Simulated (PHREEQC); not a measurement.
# Nickel, zinc or cadmium bath (model solution)

Dissolve 0.029 mol/kgw CdSO4, 0.017 mol/kgw H3BO3 and 0.018 mol/kgw HCl at 25 °C. Closed to the air; pH follows from the charge balance.

Computed with PHREEQC (ion-association model, phreeqc.dat).

Each row changes one thing in this solution. This is a speciation only: nothing precipitates in the calculation.

```
case                                  pH  ionic strength (mol/kgw)  Cd+2 (mol/kgw)  SO4-2 (mol/kgw)  Cl- (mol/kgw)  CdSO4 (mol/kgw)
----------------------------------  ----  ------------------------  --------------  ---------------  -------------  ---------------
as made                             2.00                    0.0720          0.0135           0.0124         0.0116          0.00810
CdSO4 from 0.029 to 0.0261 mol/kgw   ___                    0.0669          0.0123           0.0114         0.0119          0.00702
temperature from 25 to 80 °C         ___                    0.0664          0.0142          0.00946         0.0110          0.00742
HCl from 0.018 to 0.0162 mol/kgw     ___                    0.0711          0.0137           0.0126         0.0104          0.00839
CdSO4 from 0.029 to 0.058 mol/kgw    ___                     0.122          0.0259           0.0216        0.00954           0.0192
CdSO4 from 0.029 to 0.0319 mol/kgw   ___                    0.0771          0.0148           0.0135         0.0113          0.00919
```

**Question.** Complete the blanks.

**Answer.** 
- CdSO4 from 0.029 to 0.0261 mol/kgw, pH: 1.99
- temperature from 25 to 80 °C, pH: 2.23
- HCl from 0.018 to 0.0162 mol/kgw, pH: 2.05
- CdSO4 from 0.029 to 0.058 mol/kgw, pH: 2.08
- CdSO4 from 0.029 to 0.0319 mol/kgw, pH: 2.02

Species that the database lacks are ignored. At this temperature some constants are extrapolated from 25 °C, and those without enthalpy data are left unchanged.
